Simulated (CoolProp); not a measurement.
Model: reference Helmholtz-energy equation of state, Thol 2018, in CoolProp.

Q: For hydrogen chloride, give the phase and the density (kg/m³), speed of sound (m/s), Joule-Thomson coefficient (K/MPa), fugacity coefficient at 670 K and 111 bar; 670 K and 166 bar; 670 K and 277 bar.

A: 
- 670 K and 111 bar: supercritical; density 74.8, speed of sound 467, Joule-Thomson coefficient 2.59, fugacity coefficient 0.967
- 670 K and 166 bar: supercritical; density 113, speed of sound 473, Joule-Thomson coefficient 2.27, fugacity coefficient 0.955
- 670 K and 277 bar: supercritical; density 189, speed of sound 491, Joule-Thomson coefficient 1.71, fugacity coefficient 0.936
